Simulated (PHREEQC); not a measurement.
Make-up at 20 °C: 0.0035 mol KH2PO4, 7.2e-05 mol H2SO4 and 2.7e-06 mol H4SiO4 per kg of water. Closed to the air; pH follows from the charge balance.

All values are PHREEQC results (ion-association model, phreeqc.dat), not measurements.

The ionic strength comes out as 0.00367 mol/kgw. What activity coefficients do SO4-2, K+, H2PO4-, HPO4-2, KSO4- get?

SO4-2 0.77, K+ 0.94, H2PO4- 0.94, HPO4-2 0.77, KSO4- 0.94.

This is a speciation only: nothing precipitates in the calculation.
